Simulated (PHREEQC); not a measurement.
Dissolve 0.0013 mol/kgw H2SO4, 0.00063 mol/kgw FeSO4 and 3.5e-05 mol/kgw MgSO4 at 90 °C. Closed to the air; pH follows from the charge balance.

Computed with PHREEQC (ion-association model, wateq4f.dat).

```tsv
quantity	before	after
pH	2.77	3.10
ionic strength (mol/kgw)	0.00446	0.00497
SO4-2 (mol/kgw)	0.00106	0.00134
HSO4- (mol/kgw)	0.000757	0.000439
FeSO4 (mol/kgw)	0.000131	0.000153
FeHSO4+ (mol/kgw)	3.29e-6	1.80e-6
SI of Melanterite (FeSO4:7H2O)	-4.87	-4.80
```

What was changed between the two runs?
(A) MgSO4 replaced by NiSO4 at the same molality
(B) 0.0006 mol/kgw TMAH added
(C) MgSO4 from 3.5e-05 to 7e-05 mol/kgw
(D) H2SO4 replaced by KHSO4 at the same molality

D, H2SO4 replaced by KHSO4 at the same molality

No solid was allowed to form. Away from 25 °C the constants follow the database's enthalpies or fits; those with neither stay at their 25 °C values.
